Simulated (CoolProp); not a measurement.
Vapour-liquid equilibrium of ethane (1) + n-butane (2) at 2.05 °C; x and y are mole fractions of (1).

Values from CoolProp's multi-fluid Helmholtz-energy mixture model, Bücker 2006 and Bücker 2006; pair parameters Kunz 2012.

| x | bubble pressure, mixture model (kPa) | bubble pressure, Raoult's law (kPa) | y, mixture model | y, Raoult's law |
|---|---|---|---|---|
| 0.05 | 207.2 | 231.3 | 0.470 | 0.542 |
| 0.125 | 356.4 | 410.9 | 0.702 | 0.763 |
| 0.2 | 511.3 | 590.6 | 0.800 | 0.849 |
| 0.275 | 670.9 | 770.3 | 0.854 | 0.895 |
| 0.35 | 834.5 | 950.0 | 0.888 | 0.924 |
| 0.425 | 1002 | 1130 | 0.912 | 0.943 |
| 0.5 | 1172 | 1309 | 0.930 | 0.957 |
| 0.575 | 1346 | 1489 | 0.944 | 0.968 |
| 0.65 | 1525 | 1669 | 0.956 | 0.977 |
| 0.725 | 1709 | 1848 | 0.966 | 0.983 |
| 0.8 | 1903 | 2028 | 0.975 | 0.989 |
| 0.875 | 2109 | 2208 | 0.984 | 0.994 |
| 0.95 | 2337 | 2387 | 0.993 | 0.998 |

The largest gap from Raoult's law is -13.4 % in bubble pressure, at x = 0.2. No azeotrope shows between x = 0.05 and 0.95.

Pair parameters are fitted to limited data, so mixtures are less certain than the pure fluids.
